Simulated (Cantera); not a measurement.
An isothermal, constant-pressure homogeneous reactor starts with 2.07 % CH4, 97.9 % N2, at 1623 K and 760 Torr.

Detailed kinetics in Cantera: GRI-Mech 3.0 (53 species, 325 reactions). GRI-Mech 3.0 stops at C3 and has no aromatics, soot or wall deposition, so with more carbon than oxygen in the feed, carbon stays in small species such as C2H2 where larger ones or solid carbon would form.

**Question.** Predict: x(CH4) at 80.0 s; x(C2H) at 80.0 s; x(CH3) at 80.0 s; x(HCN) at 80.0 s; x(C2H4) at 80.0 s; x(H2) at 80.0 s; x(C2H6) at 80.0 s.

**Answer.** 
```json
{
  "x(CH4) at 80.0 s": "0.000132 (gas-phase equilibrium 4.48e-5)",
  "x(C2H) at 80.0 s": "1.52e-8 (gas-phase equilibrium 1.71e-9)",
  "x(CH3) at 80.0 s": "1.07e-6 (gas-phase equilibrium 3.61e-7)",
  "x(HCN) at 80.0 s": "2.82e-6 (gas-phase equilibrium 0.0179)",
  "x(C2H4) at 80.0 s": "2.77e-5 (gas-phase equilibrium 3.15e-6)",
  "x(H2) at 80.0 s": "0.0302 (gas-phase equilibrium 0.0303)",
  "x(C2H6) at 80.0 s": "3.08e-9 (gas-phase equilibrium 3.52e-10)"
}
```
